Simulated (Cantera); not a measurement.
A closed system holds: 1 mol Si₃N₄, 0.49 mol N₂O, 130 mol H₂, at 973 K and 0.0120 bar.

Equilibrium computed with Cantera from the NASA thermochemical tables; the gas is ideal and each condensed phase is pure. Candidate condensed phases: H₂O, Si, SiO₂, Si₂N₂O, Si₃N₄; 35 gas species. Equilibrium is a limit: real reactors are often held back by kinetics, nucleation or transport.

Base state: H₂ 0.995, N₂ 0.00500 (mole fractions); condensed: Si₂N₂O(s) + Si₃N₄(s).

Question: What changes in the equilibrium state with this change: temperature from 973 K to 1773.15 K?

Answer: 
```csv
species,before,after
H₂,0.995,0.975
N₂,0.00500,0.0187
SiO,<1e-9,0.00368
H,9.85e-9,0.00257
Si,<1e-9,0.000178
SiH₂,<1e-9,2.41e-5
SiH,<1e-9,2.37e-5
"Si₂N₂O(s), mol",0.490,0
"Si₃N₄(s), mol",0.673,0
"Si(l), mol",0,2.48
```
Gases not in the tables: Si₂H₆ and higher silanes.
